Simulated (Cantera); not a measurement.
Charge: 1 mol SiH4, 0.26 mol C2H2, 13 mol H2, at 0.590 bar.

These are equilibrium values from Cantera (NASA tables, ideal gas, pure condensed phases), not measurements of a reactor. Candidate condensed phases: C, C6H6, C7H8, C8H18, Si, SiC; 87 gas species. Mutual solubility and eutectic melting of coexisting phases are not modelled. Gases not in the tables: Si2H6 and higher silanes. Kinetics and transport are ignored.

x: gas mole fraction; n: condensed amount in mol.

```json
[
 {"T (K)": "1550", "x H2": "1.000", "x H": "4.10e-5", "x Si": "___", "x SiH2": "2.79e-6", "x SiH": "1.14e-7", "x Si2C": "1.25e-10", "n Si(s)": "0.480", "n SiC(s)": "0.520", "n Si(l)": "0"},
 {"T (K)": "1625", "x H2": "1.000", "x H": "9.18e-5", "x Si": "___", "x SiH2": "6.61e-6", "x SiH": "4.23e-7", "x Si2C": "1.04e-9", "n Si(s)": "0.480", "n SiC(s)": "0.520", "n Si(l)": "0"},
 {"T (K)": "1700", "x H2": "1.000", "x H": "0.000192", "x Si": "___", "x SiH2": "1.42e-5", "x SiH": "1.37e-6", "x Si2C": "6.94e-9", "n Si(s)": "0", "n SiC(s)": "0.520", "n Si(l)": "0.480"},
 {"T (K)": "1775", "x H2": "1.000", "x H": "0.000377", "x Si": "___", "x SiH2": "2.50e-5", "x SiH": "3.51e-6", "x Si2C": "3.45e-8", "n Si(s)": "0", "n SiC(s)": "0.520", "n Si(l)": "0.480"},
 {"T (K)": "1850", "x H2": "0.999", "x H": "0.000701", "x Si": "___", "x SiH2": "4.21e-5", "x SiH": "8.32e-6", "x Si2C": "1.50e-7", "n Si(s)": "0", "n SiC(s)": "0.520", "n Si(l)": "0.479"},
 {"T (K)": "1925", "x H2": "0.999", "x H": "0.00124", "x Si": "___", "x SiH2": "6.80e-5", "x SiH": "1.84e-5", "x Si2C": "5.81e-7", "n Si(s)": "0", "n SiC(s)": "0.520", "n Si(l)": "0.478"},
 {"T (K)": "2000", "x H2": "0.998", "x H": "0.00211", "x Si": "___", "x SiH2": "0.000106", "x SiH": "3.84e-5", "x Si2C": "2.02e-6", "n Si(s)": "0", "n SiC(s)": "0.520", "n Si(l)": "0.477"},
 {"T (K)": "2075", "x H2": "0.996", "x H": "0.00346", "x Si": "___", "x SiH2": "0.000160", "x SiH": "7.58e-5", "x Si2C": "6.42e-6", "n Si(s)": "0", "n SiC(s)": "0.519", "n Si(l)": "0.474"},
 {"T (K)": "2150", "x H2": "0.994", "x H": "0.00547", "x Si": "___", "x SiH2": "0.000233", "x SiH": "0.000142", "x Si2C": "1.87e-5", "n Si(s)": "0", "n SiC(s)": "0.519", "n Si(l)": "0.469"}
]
```

Q: Complete the blanks.

A: 
- 1550, x Si: 5.63e-8
- 1625, x Si: 2.76e-7
- 1700, x Si: 1.15e-6
- 1775, x Si: 3.72e-6
- 1850, x Si: 1.09e-5
- 1925, x Si: 2.95e-5
- 2000, x Si: 7.38e-5
- 2075, x Si: 0.000173
- 2150, x Si: 0.000380
